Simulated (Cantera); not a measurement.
What does this Cantera script print?

```python
import numpy as np
import cantera as ct

gas_names = [...]  # 148 gases of nasa_gas.yaml made of Al, C, H, N, O
cond_names = """
    AL(cr) AL(L) ALN(s) AL2O3(a) AL2O3(L) C(gr) C6H6(L) C7H8(L) C8H18(L),n-octa H2O(s) H2O(L)
""".split()


# ... load() reads the species with a 1 bar reference pressure and builds the phases ...
atoms = {
    'Al(CH3)3': {'AL': 1, 'C': 3, 'H': 9},
    'N2': {'N': 2},
    'H2O': {'H': 2, 'O': 1},
}
top_T = {'ALN(s)': 2750, 'C(gr)': 4500}  # K; cautious upper limits of use, not melting points


# ... equilibrate(T, P, feed) seeds the gas with the atoms and calls Mixture.equilibrate('TP', solver="vcs", rtol=1e-11, max_steps=5000) ...
results = []
feed = {'Al(CH3)3': 1, 'N2': 0.57, 'H2O': 24}  # mol
P = 100000  # Pa
for T in [673, 773, 873, 973, 1073, 1173, 1273, 1373, 1473, 1573, 1673, 1773, 1873, 1973]:
    mix = equilibrate(T, P, feed)
    results.append((T, P, feed, dict(zip(mix.species_names, mix.species_moles))))

top = {s: max(r[3][s] / sum(r[3][g] for g in gas_names) for r in results) for s in gas_names}
cols = sorted((s for s in top if top[s] > 1e-06), key=lambda s: -top[s])[:8]
seen = [c for c in cond_names if any(r[3].get(c, 0) > 1e-12 for r in results)]
print("log10 of partial pressures in bar; condensed amounts in mol")
print(f"{'T/K':>10s}" + "".join(f"{s[:9]:>10s}" for s in cols + seen))
for T, P, feed, n in results:
    ng = sum(n[g] for g in gas_names)
    print(f"{T:10.4g}" + "".join(f"{np.log10(max(n[s] / ng * P / 1e5, 1e-99)):10.3f}" for s in cols)
          + "".join(f"{n.get(c, 0):10.4g}" for c in seen))
```

It prints:

```
log10 of partial pressures in bar; condensed amounts in mol
       T/K       H2O        H2       CO2       CH4        CO        N2         H        OH  AL2O3(a)
       673    -0.146    -0.799    -1.407    -1.181    -3.148    -1.698   -14.657   -18.290       0.5
       773    -0.224    -0.543    -1.174    -1.602    -2.202    -1.730   -12.314   -15.636       0.5
       873    -0.267    -0.459    -1.133    -2.578    -1.750    -1.748   -10.559   -13.511       0.5
       973    -0.266    -0.460    -1.175    -3.785    -1.576    -1.750    -9.196   -11.751       0.5
      1073    -0.261    -0.468    -1.226    -4.836    -1.468    -1.750    -8.088   -10.307       0.5
      1173    -0.256    -0.477    -1.276    -5.727    -1.392    -1.750    -7.167    -9.107       0.5
      1273    -0.251    -0.484    -1.323    -6.489    -1.337    -1.750    -6.389    -8.095       0.5
      1373    -0.248    -0.490    -1.367    -7.146    -1.296    -1.750    -5.723    -7.229       0.5
      1473    -0.245    -0.495    -1.408    -7.716    -1.264    -1.750    -5.145    -6.480       0.5
      1573    -0.243    -0.500    -1.444    -8.215    -1.240    -1.750    -4.641    -5.826       0.5
      1673    -0.241    -0.503    -1.477    -8.655    -1.220    -1.750    -4.195    -5.250       0.5
      1773    -0.239    -0.506    -1.507    -9.045    -1.205    -1.750    -3.799    -4.739       0.5
      1873    -0.238    -0.509    -1.534    -9.392    -1.192    -1.750    -3.445    -4.283       0.5
      1973    -0.237    -0.512    -1.558    -9.704    -1.181    -1.750    -3.126    -3.873       0.5
```

These are equilibrium values from Cantera (NASA tables, ideal gas, pure condensed phases), not measurements of a reactor. The feed counts by its element totals alone. Gases not in the tables: Al(OH)3.
